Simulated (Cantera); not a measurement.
A freely propagating, adiabatic, planar premixed flame of CH4 : O2 : N2 : H2O = 1 : 1.33 : 5.01 : 0.15 (molar parts), unburnt at 700 K and 1.00 bar; mixture-averaged transport, grid criteria slope 0.08 and curve 0.16, no radiation.

Cantera simulation using GRI-Mech 3.0 (53 species, 325 reactions); the numbers are that mechanism's predictions, not measurements. Burning velocities carry a grid error of a few per cent, more on coarse grids.

Predict: laminar burning velocity; thermal thickness; peak x(CH2O); peak x(C2H); peak x(C2H2).


```json
{
 "laminar_burning_velocity": "73.8 cm/s",
 "thermal_thickness": "0.585 mm",
 "peak x(CH2O)": "0.00107",
 "peak x(C2H)": "2.71e-6",
 "peak x(C2H2)": "0.00285"
}
```
